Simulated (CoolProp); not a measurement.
Fluorine at 187.25 K and 1.05 MPa is throttled through a valve to 0.622 MPa with no heat exchange. Each further row changes one setting.

The numbers come from the reference Helmholtz-energy equation of state, de Reuck 1990 in CoolProp.

```
case                       temperature change (K)  final density (kg/m³)
-------------------------  ----------------------  ---------------------
as stated                                       ?                      ?
outlet pressure 0.187 MPa                       ?                      ?
outlet pressure 0.809 MPa                       ?                      ?
```

Q: Fill in the missing entries.

A: 
- as stated, temperature change (K): -2.0
- as stated, final density (kg/m³): 15.6
- outlet pressure 0.187 MPa, temperature change (K): -4.2
- outlet pressure 0.187 MPa, final density (kg/m³): 4.69
- outlet pressure 0.809 MPa, temperature change (K): -1.1
- outlet pressure 0.809 MPa, final density (kg/m³): 20.3
